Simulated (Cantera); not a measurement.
What does this Cantera script print?

```python
import numpy as np
import cantera as ct

gas_names = """
    O3 N2O
""".split()
cond_names = """
    Cr2N(s) Cr(cr) Cr(L)
""".split()


# ... load() reads the species with a 1 bar reference pressure and builds the phases ...
species = {s.name: s for s in load("nasa_gas.yaml", gas_names) + load("nasa_condensed.yaml", cond_names)}
# Each term lists the table entries of one substance; the one whose range holds T is used.
reactions = {
    '6 Cr2N + O3(g) = 3 N2O(g) + 12 Cr':
        [(-6, ['Cr2N(s)']), (-1, ['O3']), (3, ['N2O']), (12, ['Cr(cr)', 'Cr(L)'])],
}


def pick(names, T):
    return next(species[n] for n in names if species[n].thermo.min_temp <= T <= species[n].thermo.max_temp)


results = []
for label, terms in reactions.items():
    print(label)
    print("     T/K   dH/kJ  dS/(J/K)   dG/kJ   log10 K")
    for T in [1023, 1123, 1223, 1323, 1423, 1523, 1623, 1723, 1823]:
        used = [(nu, pick(names, T)) for nu, names in terms]
        dH = sum(nu * s.thermo.h(T) for nu, s in used) / 1e6
        dS = sum(nu * s.thermo.s(T) for nu, s in used) / 1e3
        dG = dH - T * dS / 1e3
        logK = -dG * 1e6 / (ct.gas_constant * T * np.log(10))
        results.append((label, T, dH, dS, dG, logK, [s.name for _, s in used]))
        print(f"{T:8g} {dH:8.1f} {dS:8.1f} {dG:8.1f} {logK:8.2f}")
```

Output:

```
6 Cr2N + O3(g) = 3 N2O(g) + 12 Cr
     T/K   dH/kJ  dS/(J/K)   dG/kJ   log10 K
    1023    819.4    253.2    560.4   -28.61
    1123    814.7    248.8    535.3   -24.90
    1223    810.6    245.3    510.6   -21.81
    1323    807.4    242.7    486.2   -19.20
    1423    804.9    240.9    462.0   -16.96
    1523    803.4    239.9    438.0   -15.02
    1623    802.7    239.5    414.0   -13.33
    1723    803.1    239.7    390.1   -11.83
    1823    804.4    240.4    366.1   -10.49
```

Source: NASA polynomial tables (part measured, part estimated), evaluated in Cantera. Condensed species are held in their standard states even where they would react or evaporate.
